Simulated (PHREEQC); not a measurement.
Consider water at 35 °C with 0.074 mol HF, 6.4e-05 mol KF and 0.0035 mol H3PO4 per kg of water. Closed to the air; pH follows from the charge balance.

All values are PHREEQC results (ion-association model, phreeqc.dat), not measurements.

```
quantity                   before    after
------------------------  -------  -------
pH                           2.12     2.62
ionic strength (mol/kgw)  0.00837  0.00257
HF (mol/kgw)               0.0659  5.13e-5
F- (mol/kgw)              0.00531  1.27e-5
HF2- (mol/kgw)            0.00143  2.67e-9
```

Problem. Name the change that produced these shifts.
A) 0.015 mol/kgw HBr added
B) H3PO4 left out
C) HF from 0.074 to 0.74 mol/kgw
D) HF left out

Solution. D, HF left out

Precipitation was switched off in this run.
